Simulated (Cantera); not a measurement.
Input (Python, Cantera) and output of one run.

```python
import numpy as np
import cantera as ct

gas_names = """
    C CN CO CO2 C2 CCN CNC C2N2 C2O C3 C3O2 C4 C4N2 C5 Cu CuO Cu2 N NCO NO NO2 NO3 N2 N2O O O2 O3
""".split()
cond_names = """
    C(gr) Cu(cr) Cu(L) CuO(s) Cu2O(s) Cu2O(L)
""".split()


# ... load() reads the species with a 1 bar reference pressure and builds the phases ...
atoms = {
    'Cu': {'Cu': 1},
    'CO': {'C': 1, 'O': 1},
    'N2': {'N': 2},
}
top_T = {'C(gr)': 4500, 'CuO(s)': 1390}  # K; cautious upper limits of use, not melting points


# ... equilibrate(T, P, feed) seeds the gas with the atoms and calls Mixture.equilibrate('TP', solver="vcs", rtol=1e-11, max_steps=5000) ...
results = []
P = 1333.22  # Pa
for T in [1250, 1300, 1350, 1400, 1450, 1500, 1550, 1600, 1650, 1700, 1750, 1800]:
    for m in [2.7, 12, 21, 30, 39, 48, 57, 66, 75]:
        feed = {'Cu': 1, 'CO': 3.9, 'N2': m}  # mol
        mix = equilibrate(T, P, feed)
        results.append((T, P, feed, dict(zip(mix.species_names, mix.species_moles))))

for T, P, feed, n in results:
    print(f"{T:7g} {feed['N2']:10.4g}  " + (" + ".join(c for c in cond_names if n.get(c, 0) > 1e-12) or "gas only"))
```

Result:

```
   1250        2.7  C(gr) + Cu(cr)
   1250         12  C(gr) + Cu(cr)
   1250         21  C(gr) + Cu(cr)
   1250         30  C(gr) + Cu(cr)
   1250         39  C(gr) + Cu(cr)
   1250         48  C(gr) + Cu(cr)
   1250         57  C(gr) + Cu(cr)
   1250         66  C(gr) + Cu(cr)
   1250         75  C(gr) + Cu(cr)
   1300        2.7  C(gr) + Cu(cr)
   1300         12  C(gr) + Cu(cr)
   1300         21  C(gr) + Cu(cr)
   1300         30  C(gr) + Cu(cr)
   1300         39  C(gr) + Cu(cr)
   1300         48  C(gr) + Cu(cr)
   1300         57  C(gr) + Cu(cr)
   1300         66  C(gr) + Cu(cr)
   1300         75  C(gr) + Cu(cr)
   1350        2.7  C(gr) + Cu(cr)
   1350         12  C(gr) + Cu(cr)
   1350         21  C(gr) + Cu(cr)
   1350         30  C(gr) + Cu(cr)
   1350         39  C(gr) + Cu(cr)
   1350         48  C(gr) + Cu(cr)
   1350         57  C(gr) + Cu(cr)
   1350         66  C(gr) + Cu(cr)
   1350         75  C(gr) + Cu(cr)
   1400        2.7  C(gr) + Cu(L)
   1400         12  C(gr) + Cu(L)
   1400         21  C(gr) + Cu(L)
   1400         30  C(gr) + Cu(L)
   1400         39  C(gr) + Cu(L)
   1400         48  C(gr) + Cu(L)
   1400         57  C(gr) + Cu(L)
   1400         66  C(gr) + Cu(L)
   1400         75  C(gr) + Cu(L)
   1450        2.7  C(gr) + Cu(L)
   1450         12  C(gr) + Cu(L)
   1450         21  C(gr) + Cu(L)
   1450         30  C(gr) + Cu(L)
   1450         39  C(gr) + Cu(L)
   1450         48  C(gr) + Cu(L)
   1450         57  C(gr) + Cu(L)
   1450         66  C(gr) + Cu(L)
   1450         75  C(gr) + Cu(L)
   1500        2.7  C(gr) + Cu(L)
   1500         12  C(gr) + Cu(L)
   1500         21  C(gr) + Cu(L)
   1500         30  C(gr) + Cu(L)
   1500         39  C(gr) + Cu(L)
   1500         48  C(gr) + Cu(L)
   1500         57  C(gr) + Cu(L)
   1500         66  C(gr) + Cu(L)
   1500         75  C(gr) + Cu(L)
   1550        2.7  C(gr) + Cu(L)
   1550         12  C(gr) + Cu(L)
   1550         21  C(gr) + Cu(L)
   1550         30  C(gr) + Cu(L)
   1550         39  C(gr) + Cu(L)
   1550         48  C(gr) + Cu(L)
   1550         57  C(gr) + Cu(L)
   1550         66  C(gr) + Cu(L)
   1550         75  Cu(L)
   1600        2.7  C(gr) + Cu(L)
   1600         12  C(gr) + Cu(L)
   1600         21  C(gr) + Cu(L)
   1600         30  C(gr) + Cu(L)
   1600         39  Cu(L)
   1600         48  Cu(L)
   1600         57  Cu(L)
   1600         66  Cu(L)
   1600         75  Cu(L)
   1650        2.7  C(gr) + Cu(L)
   1650         12  C(gr) + Cu(L)
   1650         21  Cu(L)
   1650         30  Cu(L)
   1650         39  Cu(L)
   1650         48  Cu(L)
   1650         57  Cu(L)
   1650         66  Cu(L)
   1650         75  Cu(L)
   1700        2.7  C(gr) + Cu(L)
   1700         12  Cu(L)
   1700         21  Cu(L)
   1700         30  Cu(L)
   1700         39  Cu(L)
   1700         48  Cu(L)
   1700         57  Cu(L)
   1700         66  Cu(L)
   1700         75  Cu(L)
   1750        2.7  C(gr) + Cu(L)
   1750         12  Cu(L)
   1750         21  Cu(L)
   1750         30  Cu(L)
   1750         39  Cu(L)
   1750         48  gas only
   1750         57  gas only
   1750         66  gas only
   1750         75  gas only
   1800        2.7  Cu(L)
   1800         12  Cu(L)
   1800         21  gas only
   1800         30  gas only
   1800         39  gas only
   1800         48  gas only
   1800         57  gas only
   1800         66  gas only
   1800         75  gas only
```

These are equilibrium values from Cantera (NASA tables, ideal gas, pure condensed phases), not measurements of a reactor.
